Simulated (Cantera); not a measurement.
**Adiabatic ignition**

An adiabatic, constant-pressure homogeneous reactor starts with 13.6 % CO, 1.36 % H₂, 11.8 % O₂, 73.2 % N₂, equivalence ratio 0.63, at 1298 K and 12000 Torr.

Computed with Cantera and GRI-Mech 3.0 (53 species, 325 reactions). The hydrogen kinetics of GRI-Mech 3.0 are dated; newer H2 mechanisms differ, most at raised pressure. The pressure lies above the range GRI-Mech 3.0 was tuned for (to about 10 atm).

```tsv
t (s)	T (K)	x CO	x H₂	x O₂	x CO₂	x N₂O
7.00e-6	1298	0.136	0.0135	0.118	1.55e-5	2.60e-10
1.54e-5	1313	0.135	0.0125	0.117	0.00119	1.79e-8
3.39e-5	1741	0.0900	0.000298	0.0882	0.0496	3.73e-6
7.47e-5	2334	0.0119	0.000167	0.0517	0.134	4.68e-6
0.000164	2394	0.00450	7.02e-5	0.0487	0.142	2.33e-6
0.000362	2402	0.00353	5.79e-5	0.0482	0.143	1.97e-6
0.000797	2401	0.00350	5.76e-5	0.0480	0.143	1.95e-6
0.00176	2399	0.00348	5.73e-5	0.0476	0.143	1.94e-6
0.00387	2396	0.00345	5.69e-5	0.0468	0.143	1.93e-6
0.00851	2392	0.00340	5.63e-5	0.0456	0.143	1.91e-6
0.0187	2387	0.00336	5.57e-5	0.0445	0.143	1.90e-6
0.0413	2386	0.00334	5.56e-5	0.0441	0.143	1.90e-6
0.0908	2386	0.00334	5.55e-5	0.0441	0.143	1.90e-6
0.200	2386	0.00334	5.55e-5	0.0441	0.143	1.90e-6
```
x: mole fraction; the columns are a selection and need not sum to one.

The time of steepest temperature rise is 37.4 µs and the temperature at 0.200 s is 2386 K. The equilibrium temperature is 2386 K, the x(CO) at 0.200 s comes out as 0.00334 (gas-phase equilibrium 0.00334) and the x(H₂) at 0.200 s comes out as 5.55e-5 (gas-phase equilibrium 5.55e-5). The x(O₂) at 0.200 s comes out as 0.0441 (gas-phase equilibrium 0.0441).
